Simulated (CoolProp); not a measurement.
Saturation properties of sulfur dioxide.

Model: reference Helmholtz-energy equation of state, Gao 2016, in CoolProp.

```json
[
 {"T (K)": "236.4", "p (MPa)": "0.02612", "liquid density (kg/m³)": "___", "vapour Z": "0.9893", "surface tension (mN/m)": "33.8"},
 {"T (K)": "252.1", "p (MPa)": "___", "liquid density (kg/m³)": "1490", "vapour Z": "0.9806", "surface tension (mN/m)": "___"},
 {"T (K)": "267.8", "p (MPa)": "0.1243", "liquid density (kg/m³)": "1449", "vapour Z": "0.9681", "surface tension (mN/m)": "27.6"},
 {"T (K)": "283.5", "p (MPa)": "0.2333", "liquid density (kg/m³)": "1407", "vapour Z": "0.9512", "surface tension (mN/m)": "24.5"},
 {"T (K)": "299.1", "p (MPa)": "0.4048", "liquid density (kg/m³)": "1364", "vapour Z": "0.9295", "surface tension (mN/m)": "21.5"},
 {"T (K)": "314.8", "p (MPa)": "0.6620", "liquid density (kg/m³)": "1318", "vapour Z": "___", "surface tension (mN/m)": "18.4"},
 {"T (K)": "330.5", "p (MPa)": "1.028", "liquid density (kg/m³)": "1270", "vapour Z": "0.8690", "surface tension (mN/m)": "15.4"},
 {"T (K)": "346.1", "p (MPa)": "1.524", "liquid density (kg/m³)": "1218", "vapour Z": "0.8295", "surface tension (mN/m)": "12.5"},
 {"T (K)": "361.8", "p (MPa)": "2.185", "liquid density (kg/m³)": "1160", "vapour Z": "0.7822", "surface tension (mN/m)": "9.58"},
 {"T (K)": "377.5", "p (MPa)": "3.038", "liquid density (kg/m³)": "1094", "vapour Z": "0.7256", "surface tension (mN/m)": "6.72"},
 {"T (K)": "393.2", "p (MPa)": "4.116", "liquid density (kg/m³)": "1016", "vapour Z": "0.6566", "surface tension (mN/m)": "3.94"},
 {"T (K)": "408.8", "p (MPa)": "5.451", "liquid density (kg/m³)": "916.4", "vapour Z": "0.5686", "surface tension (mN/m)": "1.33"}
]
```

Problem. Fill in the missing entries.

Solution. 
- 236.4, liquid density (kg/m³): 1530
- 252.1, p (MPa): 0.06032
- 252.1, surface tension (mN/m): 30.7
- 314.8, vapour Z: 0.9022

It boils at 263.1 K under 1 atm.

Surface tension comes from a separate correlation (Mulero 2012).
